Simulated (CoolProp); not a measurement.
Properties of R1234yf along the isotherm 136.85 °C.

Computed with CoolProp (reference Helmholtz-energy equation of state, Lemmon 2022).

```csv
p (MPa),phase,density (kg/m³),cv (kJ/(kg K))
2.42,gas,99.83,1.048
4.83,supercritical,280.3,1.108
7.25,supercritical,?,1.114
9.67,supercritical,?,1.091
12.1,supercritical,775.2,?
14.5,supercritical,?,1.077
16.9,supercritical,856.7,1.075
19.3,supercritical,885.4,1.074
21.8,supercritical,?,1.073
24.2,supercritical,?,1.073
26.6,supercritical,950.1,1.073
29,supercritical,966.8,1.073
31.4,supercritical,?,1.074
33.8,supercritical,995.8,1.074
```

Complete the blanks.


- 7.25, density (kg/m³): 572.7
- 9.67, density (kg/m³): 706.3
- 12.1, cv (kJ/(kg K)): 1.082
- 14.5, density (kg/m³): 821.4
- 21.8, density (kg/m³): 910.6
- 24.2, density (kg/m³): 931.5
- 31.4, density (kg/m³): 981.9
